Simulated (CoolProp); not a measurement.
Vapour-liquid equilibrium of R1234ze(E) (1) + n-pentane (2) at 0.105 MPa; x and y are mole fractions of (1).

The numbers come from the multi-fluid Helmholtz-energy mixture model, Thol 2016 and Thol 2019; pair parameters Bell 2016 in CoolProp.

```
x      bubble temperature, mixture model (°C)  bubble temperature, Raoult's law (°C)  y, mixture model  y, Raoult's law
-----  --------------------------------------  -------------------------------------  ----------------  ---------------
0.05                                     20.1                                   29.5             0.473            0.271
0.125                                     5.4                                   20.6             0.728            0.518
0.2                                       [?]                                   13.7             0.821            0.664
0.275                                    -7.2                                    8.2               [?]            0.758
0.35                                    -10.0                                    3.6             0.887            0.822
0.425                                   -11.8                                   -0.3               [?]            0.868
0.5                                       [?]                                   -3.6             0.911            0.901
0.575                                   -13.9                                   -6.5             0.919            0.927
0.65                                    -14.6                                   -9.1               [?]            0.947
0.725                                   -15.2                                  -11.4               [?]            0.963
0.8                                     -15.9                                  -13.5               [?]            0.976
0.875                                     [?]                                  -15.3             0.957            0.986
0.95                                    -17.6                                  -17.1             0.978            0.995
```

Complete the blanks.


- 0.2, bubble temperature, mixture model (°C): -2.6
- 0.275, y, mixture model: 0.864
- 0.425, y, mixture model: 0.902
- 0.5, bubble temperature, mixture model (°C): -13.0
- 0.65, y, mixture model: 0.926
- 0.725, y, mixture model: 0.933
- 0.8, y, mixture model: 0.943
- 0.875, bubble temperature, mixture model (°C): -16.7

The largest gap from Raoult's law is -16.3 K in bubble temperature, at x = 0.2. No azeotrope shows between x = 0.05 and 0.95.

Pair parameters are fitted to limited data, so mixtures are less certain than the pure fluids. With so large a gap from Raoult's law the liquid may split in two, which this calculation doesn't test in full.
